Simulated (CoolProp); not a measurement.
Vapour-liquid equilibrium of propane (1) + n-pentane (2) at -59.55 °C; x and y are mole fractions of (1).

Model: multi-fluid Helmholtz-energy mixture model, Lemmon 2009 and Thol 2019; pair parameters Kunz 2012, in CoolProp.

```csv
x,bubble pressure (MPa),y at the bubble point,dew pressure at overall composition x (MPa),liquid density (mol/L)
0.05,0.003947,[?],0.0006840,9.807
0.2,0.01206,0.955,0.0008109,10.19
0.35,[?],0.975,0.0009956,10.68
0.5,0.02447,0.985,0.001289,11.28
0.65,0.03006,0.991,[?],11.95
0.8,0.03566,0.995,0.003141,12.68
0.95,0.04159,[?],0.01100,[?]
```

### Question
Some entries are withheld; supply them.

### Answer

- 0.05, y at the bubble point: 0.843
- 0.35, bubble pressure (MPa): 0.01862
- 0.65, dew pressure at overall composition x (MPa): 0.001828
- 0.95, y at the bubble point: 0.999
- 0.95, liquid density (mol/L): 13.40

No azeotrope shows between x = 0.05 and 0.95.

The pair parameters rest on a limited set of measurements; away from them the model extrapolates.
